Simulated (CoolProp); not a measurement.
Chlorine along the isotherm 267.4 K: density (kg/m³) from the reference equation and from simpler models built on Tc = 416.9 K, pc = 7.642 MPa, ω = 0.070; each cubic takes its own stable root.

The numbers come from the reference Helmholtz-energy equation of state, Thol 2021 in CoolProp.

```csv
p (MPa),phase,reference
0.0363,gas,1.165
0.0547,gas,1.762
0.0825,gas,2.671
0.124,gas,4.045
0.188,gas,6.209
0.283,gas,9.529
0.427,liquid,1485
0.645,liquid,1485
0.973,liquid,1486
1.47,liquid,1487
2.21,liquid,1489
3.34,liquid,1491
5.04,liquid,1494
7.6,liquid,1500
11.5,liquid,1507
```

**Question.** How far does each simpler model (van der Waals, Soave-Redlich-Kwong, Peng-Robinson) lie from the reference over these 15 states: mean and median of the absolute difference, and the worst?

**Answer.** 
- van der Waals: mean 30.6 %, median 36.1 %, worst -99.0 % at 267.4 K and 0.427 MPa
- Soave-Redlich-Kwong: mean 4.7 %, median 7.3 %, worst -7.7 % at 267.4 K and 0.427 MPa
- Peng-Robinson: mean 2.8 %, median 4.4 %, worst +4.7 % at 267.4 K and 11.5 MPa

At some of these states van der Waals gives the other phase, because its saturation line lies elsewhere.
